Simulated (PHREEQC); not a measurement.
1 kg of water holding 0.0043 mol Na2CO3, 0.38 mol KCl and 0.55 mol Na2SO4 is evaporated at 20 °C; the solids stay in contact with the brine. CO2 is held at log p = -3.4 (atm). Only these solids could form: Arcanite, Burkeite, Glaserite, Halite, Kalicinite, Mirabilite, Misenite, Nahcolite, Natron, Sylvite, Thenardite, Trona.

Model: Pitzer model, pitzer.dat, run in PHREEQC.

Q: Predict ionic strength, water activity at water left (kg) = 0.5552, 0.4563, 0.1826, 0.09931, 0.083.

A: 
```json
[
 {"water left (kg)": "0.5552", "ionic strength": "3.67", "water activity": "0.944"},
 {"water left (kg)": "0.4563", "ionic strength": "4.47", "water activity": "0.932"},
 {"water left (kg)": "0.1826", "ionic strength": "6.82", "water activity": "0.870"},
 {"water left (kg)": "0.09931", "ionic strength": "7.95", "water activity": "0.800"},
 {"water left (kg)": "0.083", "ionic strength": "8.77", "water activity": "0.761"}
]
```
